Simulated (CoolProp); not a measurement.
A single-stage vapour-compression cycle with the fluid: evaporating at 252.15 K (dew point), condensing at 277.15 K (bubble point), superheat 0 K, subcooling 8 K, compressor efficiency 0.9, no pressure losses. The same conditions are run with several fluids, on thermodynamics alone (safety and materials aside).

Model: reference Helmholtz-energy equation of state of each fluid (R115: Lemmon 2016; R11: Jacobsen 1992; nitrous oxide: Lemmon 2006; R236FA: Pan 2012; R1233zd(E): Akasaka 2022; R404A: Lemmon 2003), in CoolProp. Blends and air are pseudo-pure fits.

```tsv
fluid	cooling COP	pressure ratio	discharge temperature (K)	refrigerating effect (kJ/kg)	volumetric capacity (kJ/m³)
R115	8.49	2.33	277.1	101	1720
R11	8.82	(withheld)	290.7	(withheld)	180
nitrous oxide	7.81	1.98	(withheld)	244	11100
R236FA	8.70	3.04	277.1	149	(withheld)
R1233zd(E)	8.80	(withheld)	283.9	193	215
R404A	8.31	(withheld)	283.4	160	(withheld)
```

What belongs in the gaps?


- R11, pressure ratio: 3.19
- R11, refrigerating effect (kJ/kg): 182
- nitrous oxide, discharge temperature (K): 300.4
- R236FA, volumetric capacity (kJ/m³): 461
- R1233zd(E), pressure ratio: 3.27
- R404A, pressure ratio: 2.39
- R404A, volumetric capacity (kJ/m³): 2380

The compression ends wet for: R115; R236FA.
